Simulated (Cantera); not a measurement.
Cantera run:

```python
import numpy as np
import cantera as ct

gas_names = """
    H HO2 H2 H2O H2O2 O OH O2 O3 Si SiH SiH2 SiH3 SiH4 SiO SiO2 Si2 Si3
""".split()
cond_names = """
    H2O(s) H2O(L) Si(cr) Si(L) SiO2(Lqz) SiO2(hqz) SiO2(L)
""".split()


# ... load() reads the species with a 1 bar reference pressure and builds the phases ...
atoms = {
    'Si': {'Si': 1},
    'H2O': {'H': 2, 'O': 1},
    'H2': {'H': 2},
}
top_T = {}  # K; cautious upper limits of use, not melting points


# ... equilibrate(T, P, feed) seeds the gas with the atoms and calls Mixture.equilibrate('TP', solver="vcs", rtol=1e-11, max_steps=5000) ...
results = []
feed = {'Si': 1, 'H2O': 1.7, 'H2': 2.1}  # mol
P = 10000  # Pa
for T in [975, 1075, 1175, 1275, 1375, 1475, 1575, 1675]:
    mix = equilibrate(T, P, feed)
    results.append((T, P, feed, dict(zip(mix.species_names, mix.species_moles))))
    x = sorted(zip(gas.X, gas.species_names), reverse=True)
    print(f"T = {T:g} K  P = {P:g} Pa  gas = {mix.phase_moles(0):.4g} mol")
    print("   x: " + "  ".join(f"{s} {v:.3e}" for v, s in x if v > 0.001))
    print("   condensed (mol): " + ("  ".join(f"{mix.phase(i).name} {mix.phase_moles(i):.4g}"
          for i in range(1, mix.n_phases) if mix.phase_moles(i) > 1e-12) or "none"))
```

Result:

```
T = 975 K  P = 10000 Pa  gas = 3.8 mol
   x: H2 1.000e+00
   condensed (mol): Si(cr) 0.15  SiO2(hqz) 0.85
T = 1075 K  P = 10000 Pa  gas = 3.8 mol
   x: H2 1.000e+00
   condensed (mol): Si(cr) 0.15  SiO2(hqz) 0.85
T = 1175 K  P = 10000 Pa  gas = 3.8 mol
   x: H2 1.000e+00
   condensed (mol): Si(cr) 0.15  SiO2(hqz) 0.85
T = 1275 K  P = 10000 Pa  gas = 3.8 mol
   x: H2 1.000e+00
   condensed (mol): Si(cr) 0.1499  SiO2(hqz) 0.8499
T = 1375 K  P = 10000 Pa  gas = 3.802 mol
   x: H2 9.996e-01
   condensed (mol): Si(cr) 0.1492  SiO2(hqz) 0.8492
T = 1475 K  P = 10000 Pa  gas = 3.813 mol
   x: H2 9.967e-01  SiO 3.260e-03
   condensed (mol): Si(cr) 0.1438  SiO2(hqz) 0.8438
T = 1575 K  P = 10000 Pa  gas = 3.874 mol
   x: H2 9.809e-01  SiO 1.898e-02
   condensed (mol): Si(cr) 0.1132  SiO2(hqz) 0.8132
T = 1675 K  P = 10000 Pa  gas = 4.101 mol
   x: H2 9.265e-01  SiO 7.315e-02
   condensed (mol): SiO2(hqz) 0.7
```

Method: chemical equilibrium by Gibbs-energy minimisation in Cantera with the NASA 1993 tables (ideal gas, pure condensed phases). Mutual solubility and eutectic melting of coexisting phases are not modelled. The tables hold silica as quartz up to 1696 K and as liquid above; real silica turns to tridymite and cristobalite and melts near 1996 K.
